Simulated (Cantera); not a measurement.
Charge: 1 mol Fe₂O₃, 130 mol H₂, 0.5 mol H₂O, at 6700 Pa.

These are equilibrium values from Cantera (NASA tables, ideal gas, pure condensed phases), not measurements of a reactor. Candidate condensed phases: Fe, FeO, Fe(OH)₂, Fe(OH)₃, Fe₂O₃, Fe₃O₄, H₂O; 12 gas species. Rates play no part.

Task: What share of the Fe ends up in condensed phases as a function of T (K), at 1148, 1298, 1448, 1598, 1748, 1898, 2048?

Result: 
```tsv
T (K)	Fe condensed (%)	as
1148	100.0	Fe(α)
1298	100.0	Fe(γ)
1448	100.0	Fe(γ)
1598	99.9	Fe(γ)
1748	98.7	Fe(δ)
1898	89.4	Fe(l)
2048	39.1	Fe(l)
```
